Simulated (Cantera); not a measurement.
Cantera run, input and output.

```python
import numpy as np
import cantera as ct

gas = ct.Solution("gri30.yaml")
gas.TPX = 1523, 680000, {'CH4': 0.74, 'H2O': 0.48, 'H2': 0.12}
inlet = ct.Reservoir(gas, clone=True)

reactor = ct.IdealGasConstPressureReactor(gas, energy="off", clone=False)
exhaust = ct.Reservoir(gas, clone=True)
tau = [3.3, 1, 0.31, 0.095, 0.029, 0.009, 0.0027, 0.00084, 0.00026][0]
for a, b in ((inlet, reactor), (reactor, exhaust)):
    ct.MassFlowController(a, b, mdot=lambda t: reactor.mass / tau)
net = ct.ReactorNet([reactor])
show = ['CH4', 'H2O', 'H2', 'C2H6', 'C2H', 'CH3', 'CH2CO']

rows = []
print(f"{'tau/s':>10s}{'T/K':>9s}" + "".join(f"{s:>11s}" for s in show))
for tau in [3.3, 1, 0.31, 0.095, 0.029, 0.009, 0.0027, 0.00084, 0.00026]:
    net.initial_time = 0.0
    net.advance(30 * tau)
    before = gas.X
    net.advance(40 * tau)
    drift = np.max(np.abs(gas.X - before) / (gas.X + 1e-9))
    rows.append([gas.T, *gas[show].X, drift])
    print(f"{tau:10.3e}{gas.T:9.1f}" + "".join(f"{x:11.3e}" for x in gas[show].X))
```

Result:

```
     tau/s      T/K        CH4        H2O         H2       C2H6        C2H        CH3      CH2CO
 3.300e+00   1523.0  2.451e-01  2.024e-01  4.281e-01  4.972e-04  1.022e-09  6.686e-05  7.066e-06
 1.000e+00   1523.0  2.580e-01  2.499e-01  3.812e-01  5.678e-04  1.454e-09  7.272e-05  1.158e-05
 3.100e-01   1523.0  2.802e-01  2.841e-01  3.384e-01  5.893e-04  1.615e-09  7.770e-05  1.474e-05
 9.500e-02   1523.0  3.394e-01  3.096e-01  2.770e-01  6.220e-04  1.301e-09  8.736e-05  1.389e-05
 2.900e-02   1523.0  4.318e-01  3.327e-01  1.938e-01  8.430e-04  7.189e-10  1.067e-04  8.941e-06
 9.000e-03   1523.0  5.020e-01  3.486e-01  1.313e-01  1.161e-03  2.483e-10  1.252e-04  3.287e-06
 2.700e-03   1523.0  5.362e-01  3.558e-01  1.017e-01  1.226e-03  4.021e-11  1.307e-04  4.789e-07
 8.400e-04   1523.0  5.475e-01  3.578e-01  9.264e-02  8.971e-04  3.005e-12  1.205e-04  2.426e-08
 2.600e-04   1523.0  5.509e-01  3.581e-01  9.032e-02  4.205e-04  1.104e-13  1.014e-04  4.133e-10
```

Computed with Cantera and GRI-Mech 3.0 (53 species, 325 reactions). GRI-Mech 3.0 stops at C3 and has no aromatics, soot or wall deposition, so with more carbon than oxygen in the feed, carbon stays in small species such as C2H2 where larger ones or solid carbon would form.
